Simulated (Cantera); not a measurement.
An adiabatic, constant-pressure homogeneous reactor starts with CO : H2 : CH4 : O2 : N2 = 1 : 1.1 : 0.39 : 0.832 : 9.15 (molar parts), at 1250 K and 3.90 bar. Integrator tolerance rtol = 1e-08.

Detailed kinetics in Cantera: GRI-Mech 3.0 (53 species, 325 reactions).

Problem. What does this change do: constant volume in place of constant pressure?

Solution. 
```json
[
 {"quantity": "time of steepest temperature rise", "before": "0.322 ms", "after": "0.251 ms"},
 {"quantity": "temperature at 0.300 s", "before": "1988 K", "after": "2189 K"},
 {"quantity": "equilibrium temperature", "before": "1988 K", "after": "2189 K"},
 {"quantity": "x(CO) at 0.300 s", "before": "0.0896 (gas-phase equilibrium 0.0896)", "after": "0.0913 (gas-phase equilibrium 0.0913)"},
 {"quantity": "x(H2) at 0.300 s", "before": "0.0710 (gas-phase equilibrium 0.0710)", "after": "0.0692 (gas-phase equilibrium 0.0692)"},
 {"quantity": "x(CH4) at 0.300 s", "before": "2.91e-10 (gas-phase equilibrium 3.23e-10)", "after": "2.39e-10 (gas-phase equilibrium 2.68e-10)"},
 {"quantity": "x(HCO) at 0.300 s", "before": "2.60e-8 (gas-phase equilibrium 2.60e-8)", "after": "8.00e-8 (gas-phase equilibrium 8.00e-8)"},
 {"quantity": "x(C2H) at 0.300 s", "before": "<1e-12 (gas-phase equilibrium <1e-12)", "after": "<1e-12 (gas-phase equilibrium <1e-12)"}
]
```

Problem. What does this change do: 0.52 parts CO2 added?

Solution. 
```csv
quantity,before,after
time of steepest temperature rise,0.322 ms,0.357 ms
temperature at 0.300 s,1988 K,1931 K
equilibrium temperature,1988 K,1931 K
x(CO) at 0.300 s,0.0896 (gas-phase equilibrium 0.0896),0.103 (gas-phase equilibrium 0.103)
x(H2) at 0.300 s,0.0710 (gas-phase equilibrium 0.0710),0.0509 (gas-phase equilibrium 0.0509)
x(CH4) at 0.300 s,2.91e-10 (gas-phase equilibrium 3.23e-10),1.57e-10 (gas-phase equilibrium 1.73e-10)
x(HCO) at 0.300 s,2.60e-8 (gas-phase equilibrium 2.60e-8),1.94e-8 (gas-phase equilibrium 1.94e-8)
x(C2H) at 0.300 s,<1e-12 (gas-phase equilibrium <1e-12),<1e-12 (gas-phase equilibrium <1e-12)
```

Problem. What does this change do: initial temperature 1250 to 1175 K?

Solution. 
```tsv
quantity	before	after
time of steepest temperature rise	0.322 ms	0.605 ms
temperature at 0.300 s	1988 K	1918 K
equilibrium temperature	1988 K	1918 K
x(CO) at 0.300 s	0.0896 (gas-phase equilibrium 0.0896)	0.0889 (gas-phase equilibrium 0.0889)
x(H2) at 0.300 s	0.0710 (gas-phase equilibrium 0.0710)	0.0718 (gas-phase equilibrium 0.0718)
x(CH4) at 0.300 s	2.91e-10 (gas-phase equilibrium 3.23e-10)	4.88e-10 (gas-phase equilibrium 5.41e-10)
x(HCO) at 0.300 s	2.60e-8 (gas-phase equilibrium 2.60e-8)	1.86e-8 (gas-phase equilibrium 1.86e-8)
x(C2H) at 0.300 s	<1e-12 (gas-phase equilibrium <1e-12)	<1e-12 (gas-phase equilibrium <1e-12)
```
